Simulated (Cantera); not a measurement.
Feed: 1 mol Cr, 0.048 mol H2O, 13 mol H2, equilibrated at 5.30e-6 bar.

Equilibrium computed with Cantera from the NASA thermochemical tables; the gas is ideal and each condensed phase is pure. Candidate condensed phases: Cr, Cr2O3, H2O; 13 gas species. Equilibrium is a limit: real reactors are often held back by kinetics, nucleation or transport.

log p: log10 of the partial pressure in bar; nothing condenses.

```tsv
T (°C)	log p H	log p H2	log p Cr	log p H2O	log p O	log p OH
1600	-5.91	-5.43	-6.48	-7.83	-10.01	-9.42
1650	-5.77	-5.49	-6.50	-7.87	-9.63	-9.22
1700	(withheld)	(withheld)	-6.53	-7.92	(withheld)	(withheld)
1750	-5.55	-5.66	-6.56	-8.01	-8.91	-8.88
1800	-5.47	-5.78	-6.59	-8.14	-8.60	-8.77
1850	-5.41	-5.93	-6.62	-8.34	-8.36	-8.73
1900	-5.37	(withheld)	-6.65	(withheld)	(withheld)	-8.78
1950	-5.34	-6.29	-6.67	-9.02	-8.11	-8.91
2000	-5.32	-6.49	-6.68	-9.44	-8.07	-9.08
```

Question: Fill in the missing entries.

Answer: 
- 1900, log p H2: -6.10
- 1900, log p H2O: -8.64
- 1900, log p O: -8.20
- 1700, log p H: -5.65
- 1700, log p H2: -5.56
- 1700, log p O: -9.26
- 1700, log p OH: -9.03
